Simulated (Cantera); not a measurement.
# Hydrocarbon pyrolysis for carbon deposition

An isothermal, constant-pressure homogeneous reactor starts with 1.96 % CH4, 98.0 % H2, at 1773 K and 100000 Pa.

Detailed kinetics in Cantera: GRI-Mech 3.0 (53 species, 325 reactions). GRI-Mech 3.0 stops at C3 and has no aromatics, soot or wall deposition, so with more carbon than oxygen in the feed, carbon stays in small species such as C2H2 where larger ones or solid carbon would form.

| t (s) | x CH4 | x H2 | x C2H2 | x H | x C2H6 | x CH3 |
|---|---|---|---|---|---|---|
| 1.00e-6 | 0.0196 | 0.980 | <1e-12 | 1.22e-6 | 1.60e-12 | 6.94e-7 |
| 3.98e-6 | 0.0196 | 0.980 | <1e-12 | 5.27e-6 | 7.04e-11 | 2.35e-6 |
| 1.59e-5 | 0.0196 | 0.980 | 5.14e-12 | 2.14e-5 | 3.51e-9 | 8.85e-6 |
| 6.32e-5 | 0.0196 | 0.980 | 2.38e-9 | 8.31e-5 | 1.36e-7 | 3.37e-5 |
| 0.000252 | 0.0195 | 0.980 | 1.18e-6 | 0.000234 | 1.35e-6 | 9.39e-5 |
| 0.00100 | 0.0193 | 0.980 | 4.84e-5 | 0.000277 | 1.83e-6 | 0.000110 |
| 0.00399 | 0.0188 | 0.980 | 0.000296 | 0.000277 | 1.74e-6 | 0.000107 |
| 0.0159 | 0.0170 | 0.981 | 0.00116 | 0.000278 | 1.44e-6 | 9.75e-5 |
| 0.0633 | 0.0125 | 0.984 | 0.00335 | 0.000280 | 8.27e-7 | 7.19e-5 |
| 0.252 | 0.00711 | 0.986 | 0.00594 | 0.000284 | 3.52e-7 | 4.13e-5 |
| 1.00 | 0.00566 | 0.987 | 0.00664 | 0.000285 | 2.72e-7 | 3.30e-5 |
| 4.00 | 0.00565 | 0.987 | 0.00664 | 0.000285 | 2.72e-7 | 3.29e-5 |
x: mole fraction; the columns are a selection and need not sum to one.

Equilibrium at this temperature and pressure: CH4 0.00565, H2 0.987, C2H2 0.00664, H 0.000285, C2H6 2.72e-7, CH3 3.29e-5 (gas phase only).
